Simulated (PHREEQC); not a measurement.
Dissolve 0.061 mol Pb(NO3)2, 9.8e-05 mol NaCl and 7e-05 mol Cu(NO3)2 per kg of water at 50 °C. Closed to the air; pH follows from the charge balance.

Model: ion-association model, phreeqc.dat, run in PHREEQC.

Precipitation was switched off in this run.

### Question
Predict the pH, ionic strength.

### Answer
pH 4.48; ionic strength 0.145 mol/kgw.

### Question
In which forms is N present?

### Answer
NO3- 84 %, PbNO3+ 16 % of the N.

Complexes and solids missing from the database can't appear. Away from 25 °C the constants follow the database's enthalpies or fits; those with neither stay at their 25 °C values.
